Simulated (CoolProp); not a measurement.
Vapour-liquid equilibrium of n-butane (1) + cis-2-butene (2) at 1.16 MPa; x and y are mole fractions of (1).

Computed with CoolProp (multi-fluid Helmholtz-energy mixture model, Bücker 2006 and Lemmon 2005; pair parameters Bell 2016).

**Question.** Give the bubble temperature and the first vapour's composition at x = 0.15, 0.45, 0.75. Is there an azeotrope?

**Answer.** x = 0.15: 362.3 K, y = 0.162; x = 0.45: 360.9 K, y = 0.464; x = 0.75: 360.0 K, y = 0.756. No azeotrope shows between x = 0.05 and 0.95.

The pair parameters rest on a limited set of measurements; away from them the model extrapolates.
